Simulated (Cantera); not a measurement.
Charge: 1 mol NaCl, 0.32 mol HCl, 0.11 mol N₂, equilibrated at 1575 °C and 10.0 mbar.

Cantera equilibrium calculation (NASA polynomials, part measured and part estimated; ideal gas, pure solids and liquids). The numbers say what is thermodynamically allowed, not how fast it happens.

```json
[
 {"species": "NaCl", "before": "0.692", "after": "0.520"},
 {"species": "Cl", "before": "0.0119", "after": "0.252"},
 {"species": "HCl", "before": "0.212", "after": "0.167"},
 {"species": "N₂", "before": "0.0764", "after": "0.0572"},
 {"species": "H₂", "before": "0.00510", "after": "7.09e-6"},
 {"species": "Cl₂", "before": "9.21e-6", "after": "0.00410"},
 {"species": "Na", "before": "0.00138", "after": "4.90e-5"},
 {"species": "H", "before": "0.000379", "after": "1.41e-5"},
 {"species": "Na₂Cl₂", "before": "0.000615", "after": "0.000347"}
]
```
Gas species are given as mole fractions.

**Question.** Name the change that produced these shifts.
A. HCl from 0.32 to 2.8 mol
B. 0.25 mol Cl₂ added
C. temperature from 1575 °C to 452 °C
D. pressure from 10.0 mbar to 0.300 Pa

**Answer.** B, 0.25 mol Cl₂ added
